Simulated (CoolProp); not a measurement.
Cyclohexane along the isotherm 620 K: fugacity coefficient from the reference equation and from simpler models built on Tc = 553.6 K, pc = 4081 kPa, ω = 0.209; each cubic takes its own stable root.

Values from CoolProp's reference Helmholtz-energy equation of state, Zhou 2014.

| p (kPa) | phase | reference |
|---|---|---|
| 32.3 | gas | 0.9981 |
| 50.2 | gas | 0.9971 |
| 78.2 | gas | 0.9955 |
| 122 | gas | 0.9929 |
| 190 | gas | 0.9890 |
| 295 | gas | 0.9830 |
| 460 | gas | 0.9735 |
| 716 | gas | 0.9589 |
| 1110 | gas | 0.9366 |
| 1740 | gas | 0.9013 |
| 2700 | gas | 0.8487 |
| 4210 | supercritical | 0.7683 |
| 6550 | supercritical | 0.6499 |
| 10200 | supercritical | 0.5108 |

Question: How far does each simpler model (van der Waals, Redlich-Kwong) lie from the reference over these 14 states: mean and median of the absolute difference, and the worst?

Answer: 
- van der Waals: mean 0.3 %, median 0.2 %, worst -1.3 % at 620 K and 6550 kPa
- Redlich-Kwong: mean 0.3 %, median 0.1 %, worst -1.4 % at 620 K and 6550 kPa
